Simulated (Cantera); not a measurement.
A freely propagating, adiabatic, planar premixed flame of 9.32 % CH4, 0.512 % CO, 17.1 % O2, 64.6 % N2, 8.48 % CO2, equivalence ratio 1.1, unburnt at 325 K and 10.0 bar; mixture-averaged transport, grid criteria slope 0.08 and curve 0.16, no radiation.

Cantera simulation using GRI-Mech 3.0 (53 species, 325 reactions); the numbers are that mechanism's predictions, not measurements. Burning velocities carry a grid error of a few per cent, more on coarse grids.

Problem. Predict: laminar burning velocity; thermal thickness; peak x(CH2CO); peak x(CH2O).

Solution. 
| Property | Result |
|---|---|
| laminar burning velocity | 6.68 cm/s |
| thermal thickness | 0.200 mm |
| peak x(CH2CO) | 0.000207 |
| peak x(CH2O) | 0.000999 |
